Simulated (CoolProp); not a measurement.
A single-stage vapour-compression cycle with isobutene: evaporating at 219.15 K (dew point), condensing at 257.15 K (bubble point), superheat 8 K, subcooling 5 K, compressor efficiency 0.75, no pressure losses. Each further row changes one setting.

Computed with CoolProp (reference Helmholtz-energy equation of state, Lemmon 2005). It is a short technical equation, of lower accuracy than the large ones.

| case | cooling COP | pressure ratio | discharge temperature (K) | refrigerating effect (kJ/kg) | volumetric capacity (kJ/m³) |
|---|---|---|---|---|---|
| as stated | 3.91 | 6.95 | 295.1 | 374 | 113 |
| evaporating temperature 224.15 K | 4.69 | 5.15 | ? | ? | 152 |
| condensing temperature 252.15 K | 4.58 | 5.60 | 287.4 | 385 | 116 |
| subcooling 10 K | 4.02 | 6.95 | 295.1 | 385 | 116 |
| superheat 18 K | 3.88 | 6.95 | 305.9 | 387 | 112 |
| compressor efficiency 0.65 | 3.39 | 6.95 | ? | 374 | 113 |

**Question.** What belongs in the gaps?

**Answer.** 
- evaporating temperature 224.15 K, discharge temperature (K): 289.9
- evaporating temperature 224.15 K, refrigerating effect (kJ/kg): 380
- compressor efficiency 0.65, discharge temperature (K): 304.2
